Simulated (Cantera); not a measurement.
A perfectly stirred reactor is fed with 47.6 % CH4, 52.4 % N2, at 95000 Pa; it is held at 2000 K, and followed from long to short residence time.

Model: GRI-Mech 3.0 (53 species, 325 reactions), integrated in Cantera. GRI-Mech 3.0 stops at C3 and has no aromatics, soot or wall deposition, so with more carbon than oxygen in the feed, carbon stays in small species such as C2H2 where larger ones or solid carbon would form.

Problem. Predict: x(CH4) at τ = 5.40 s; x(C2H4) at τ = 5.40 s; x(C2H2) at τ = 5.40 s; x(H2) at τ = 5.40 s; x(HCN) at τ = 5.40 s; x(CH4) at τ = 42.0 ms; x(C2H4) at τ = 42.0 ms; x(C2H2) at τ = 42.0 ms; x(H2) at τ = 42.0 ms; x(HCN) at τ = 42.0 ms.

Solution. 
```json
{
 "x(CH4) at τ = 5.40 s": "0.00246",
 "x(C2H4) at τ = 5.40 s": "0.000488",
 "x(C2H2) at τ = 5.40 s": "0.159",
 "x(H2) at τ = 5.40 s": "0.480",
 "x(HCN) at τ = 5.40 s": "0.00104",
 "x(CH4) at τ = 42.0 ms": "0.0180",
 "x(C2H4) at τ = 42.0 ms": "0.000546",
 "x(C2H2) at τ = 42.0 ms": "0.154",
 "x(H2) at τ = 42.0 ms": "0.464",
 "x(HCN) at τ = 42.0 ms": "4.03e-5"
}
```
